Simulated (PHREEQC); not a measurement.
Consider water at 25 °C with 0.44 mol Na2SO4, 0.099 mol Na2B4O7 and 0.0014 mol H4SiO4 per kg of water. Closed to the air; pH follows from the charge balance.

The numbers come from PHREEQC with the Pitzer model, pitzer.dat.

This is a speciation only: nothing precipitates in the calculation.

Task: Order these B species by the share of B that they hold, largest first: B3O3(OH)4-, B(OH)3, B(OH)4-, B4O5(OH)4-2.

Result: B4O5(OH)4-2 (39 %), B(OH)4- (24 %), B3O3(OH)4- (20 %), B(OH)3 (17 %)

The pH is 9.06 and the ionic strength 1.56 mol/kgw. The solution is supersaturated, for example in Borax, so a real one may precipitate; this is no full list. Complexes and solids missing from the database can't appear. In brines, pH and single-ion activities rest on the MacInnes convention.
